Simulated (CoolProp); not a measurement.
Methanol along the isobar 9240 kPa: density (kg/m³) from the reference equation and from simpler models built on Tc = 513.4 K, pc = 8216 kPa, ω = 0.565; each cubic takes its own stable root.

The numbers come from the reference Helmholtz-energy equation of state, de Reuck 1993 in CoolProp.

```
T (K)   phase  reference  Soave-Redlich-Kwong  Peng-Robinson
-----  ------  ---------  -------------------  -------------
261    liquid          …                631.5              …
282.4  liquid      809.0                619.2          695.5
303.8  liquid      789.9                605.6          681.0
325.2  liquid      770.6                590.4          664.7
346.6  liquid      750.6                573.5          646.4
368    liquid      729.6                554.5          625.7
389.3  liquid          …                533.1          602.1
410.7  liquid          …                508.6              …
432.1  liquid      652.7                480.2          542.9
```

Problem. What belongs in the gaps?

Solution. 
- 261, reference: 828.3
- 261, Peng-Robinson: 708.6
- 389.3, reference: 706.9
- 410.7, reference: 681.6
- 410.7, Peng-Robinson: 574.9
